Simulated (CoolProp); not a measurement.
R1234ze(E) along the isobar 1.55 MPa: Z from the reference equation and from simpler models built on Tc = 109.4 °C, pc = 3.635 MPa, ω = 0.313; each cubic takes its own stable root.

Model: reference Helmholtz-energy equation of state, Thol 2016, in CoolProp.

```tsv
T (°C)	phase	reference	van der Waals	Redlich-Kwong	Soave-Redlich-Kwong	Peng-Robinson
3.15	liquid	0.06227	0.1045	0.07248	0.06896	0.06093
7.05	liquid	0.06198	0.1040	0.07231	0.06871	0.06070
10.95	liquid	0.06171	0.1037	0.07218	0.06852	0.06051
14.75	liquid	0.06149	0.1034	0.07210	0.06837	0.06037
18.65	liquid	0.06128	0.1031	0.07208	0.06827	0.06026
22.55	liquid	0.06111	0.1030	0.07211	0.06822	0.06021
26.35	liquid	0.06098	0.1029	0.07219	0.06823	0.06020
30.25	liquid	0.06087	0.1029	0.07234	0.06829	0.06024
34.15	liquid	0.06081	0.1030	0.07256	0.06841	0.06034
37.95	liquid	0.06078	0.1033	0.07285	0.06860	0.06050
41.85	liquid	0.06080	0.7360	0.07323	0.06887	0.06073
45.75	liquid	0.06086	0.7472	0.07372	0.06923	0.06103
49.55	liquid	0.06098	0.7572	0.07430	0.06967	0.06142
53.45	liquid	0.06116	0.7668	0.07503	0.07024	0.06191
57.25	liquid	0.06140	0.7755	0.07590	0.07092	0.06251
```

At some of these states van der Waals gives the other phase, because its saturation line lies elsewhere.
